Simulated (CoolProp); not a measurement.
Properties of toluene along the isobar 7.45 MPa (Tc = 591.7 K, pc = 4.126 MPa, ω = 0.266).

Computed with CoolProp (reference Helmholtz-energy equation of state, Lemmon 2006). It is a short technical equation, of lower accuracy than the large ones.

```tsv
T (K)	phase	Z	cp (kJ/(kg K))	Joule-Thomson coefficient (K/MPa)	isothermal compressibility (1/MPa)	viscosity (µPa s)	Prandtl number
204.5	liquid	0.4238	1.482	-0.5668	0.0004732	4140	39.5
230.5	liquid	0.3856	1.520	(withheld)	0.0005564	1830	18.5
256.5	liquid	0.3555	1.577	(withheld)	0.0006555	1070	11.8
282.5	liquid	0.3314	1.647	-0.4906	0.0007749	718	8.63
308.5	liquid	0.3117	1.727	-0.4559	0.0009208	521	6.92
334.5	liquid	0.2956	1.813	-0.4187	0.001102	399	5.87
360.5	liquid	0.2824	1.902	-0.3790	0.001332	318	5.19
386.5	liquid	0.2717	1.994	-0.3358	0.001629	261	4.73
412.5	liquid	0.2631	2.088	-0.2874	0.002024	219	4.39
438.5	liquid	0.2565	(withheld)	(withheld)	0.002566	186	4.12
464.5	liquid	0.2518	2.281	-0.1614	0.003337	160	3.88
490.4	liquid	0.2492	(withheld)	-0.07141	(withheld)	138	3.66
516.4	liquid	0.2490	2.493	0.05421	0.006325	118	3.43
```

**Question.** Complete the blanks.

**Answer.** 
- 230.5, Joule-Thomson coefficient (K/MPa): -0.5485
- 256.5, Joule-Thomson coefficient (K/MPa): -0.5221
- 438.5, cp (kJ/(kg K)): 2.183
- 438.5, Joule-Thomson coefficient (K/MPa): -0.2308
- 490.4, cp (kJ/(kg K)): 2.383
- 490.4, isothermal compressibility (1/MPa): 0.004486

Viscosity comes from a separate model (Avgeri 2015). Thermal conductivity comes from a separate model (Assael 2012).
